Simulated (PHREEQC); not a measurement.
## Buffer

Dissolve 0.046 mol KHCO3, 6.5e-05 mol NH3 and 0.0011 mol KCl per kg of water at 25 °C. Closed to the air; pH follows from the charge balance.

All values are PHREEQC results (ion-association model, wateq4f.dat), not measurements.

Each row changes one thing in this solution. This is a speciation only: nothing precipitates in the calculation.

```csv
case,pH,ionic strength (mol/kgw)
as made,8.20,0.0477
NH3 replaced by (NH4)2SO4 at the same molality,8.17,0.0478
temperature from 25 to 55 °C,8.06,0.0478
diluted 10-fold with water,8.29,0.00477
KHCO3 from 0.046 to 0.069 mol/kgw,8.17,0.0710
0.00046 mol/kgw Na2CO3 added,8.37,0.0489
NH3 from 6.5e-05 to 7.15e-05 mol/kgw,8.20,0.0478
KHCO3 replaced by KHF2 at the same molality,3.17,0.0479
NH3 left out,8.18,0.0476
```

At this temperature some constants are extrapolated from 25 °C, and those without enthalpy data are left unchanged.
